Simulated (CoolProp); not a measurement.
Values from CoolProp's reference Helmholtz-energy equation of state, Lemmon 2006. It is a short technical equation, of lower accuracy than the large ones.

**Question.** For carbon monoxide, give the phase and the cp (kJ/(kg K)) at 184.4 K and 0.101 MPa; 226.4 K and 0.101 MPa; 289.5 K and 0.101 MPa.

**Answer.** 
- 184.4 K and 0.101 MPa: gas; cp 1.04
- 226.4 K and 0.101 MPa: gas; cp 1.04
- 289.5 K and 0.101 MPa: gas; cp 1.04
